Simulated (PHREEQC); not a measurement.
Model water analysis in mmol/kgw, 25 °C, pH 8.1:

```tsv
constituent	mmol/kgw
Na	114
K	7.64
Ca	12.9
Mg	3.11
Cl	156
S(6)	1.41
Alkalinity (meq/kgw)	0.155
Sr	0.0476
Li	0.327
```

Valence states are taken as typed.

Model: Pitzer model, pitzer.dat, run in PHREEQC.

Problem. The ionic strength comes out as 0.174 mol/kgw. What activity coefficients do OH-, Li+, Mg+2, Na+, Ca+2 get?

Solution. OH- 0.68, Li+ 0.78, Mg+2 0.33, Na+ 0.76, Ca+2 0.32. Single-ion values are on the MacInnes scale.

Precipitation was switched off in this run. Complexes and solids missing from the database can't appear.
